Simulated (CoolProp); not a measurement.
Saturation properties of ammonia.

Model: reference Helmholtz-energy equation of state, Gao 2020, in CoolProp.

```json
[
 {"T (K)": "244.6", "p (MPa)": "0.1280", "vapour density (kg/m³)": "1.108", "liquid cp (kJ/(kg K))": "4.484", "vapour viscosity (µPa s)": "___"},
 {"T (K)": "254.7", "p (MPa)": "0.2035", "vapour density (kg/m³)": "1.710", "liquid cp (kJ/(kg K))": "4.524", "vapour viscosity (µPa s)": "___"},
 {"T (K)": "264.9", "p (MPa)": "0.3119", "vapour density (kg/m³)": "___", "liquid cp (kJ/(kg K))": "4.568", "vapour viscosity (µPa s)": "___"},
 {"T (K)": "275", "p (MPa)": "0.4598", "vapour density (kg/m³)": "3.689", "liquid cp (kJ/(kg K))": "4.620", "vapour viscosity (µPa s)": "9.11"},
 {"T (K)": "285.2", "p (MPa)": "___", "vapour density (kg/m³)": "5.204", "liquid cp (kJ/(kg K))": "4.682", "vapour viscosity (µPa s)": "9.43"},
 {"T (K)": "295.3", "p (MPa)": "___", "vapour density (kg/m³)": "7.156", "liquid cp (kJ/(kg K))": "4.756", "vapour viscosity (µPa s)": "9.74"},
 {"T (K)": "305.5", "p (MPa)": "1.250", "vapour density (kg/m³)": "9.684", "liquid cp (kJ/(kg K))": "4.849", "vapour viscosity (µPa s)": "10.1"},
 {"T (K)": "315.7", "p (MPa)": "___", "vapour density (kg/m³)": "12.90", "liquid cp (kJ/(kg K))": "4.965", "vapour viscosity (µPa s)": "10.4"},
 {"T (K)": "325.8", "p (MPa)": "2.177", "vapour density (kg/m³)": "16.92", "liquid cp (kJ/(kg K))": "5.111", "vapour viscosity (µPa s)": "10.8"},
 {"T (K)": "336", "p (MPa)": "2.801", "vapour density (kg/m³)": "22.04", "liquid cp (kJ/(kg K))": "5.301", "vapour viscosity (µPa s)": "11.2"},
 {"T (K)": "346.1", "p (MPa)": "3.543", "vapour density (kg/m³)": "28.43", "liquid cp (kJ/(kg K))": "5.554", "vapour viscosity (µPa s)": "11.6"}
]
```

Problem. Fill in the missing entries.

Solution. 
- 244.6, vapour viscosity (µPa s): 8.19
- 254.7, vapour viscosity (µPa s): 8.50
- 264.9, vapour density (kg/m³): 2.555
- 264.9, vapour viscosity (µPa s): 8.80
- 285.2, p (MPa): 0.6595
- 295.3, p (MPa): 0.9175
- 315.7, p (MPa): 1.667

It boils at 239.8 K under 1 atm.

Viscosity comes from a separate model (Fenghour 1995).
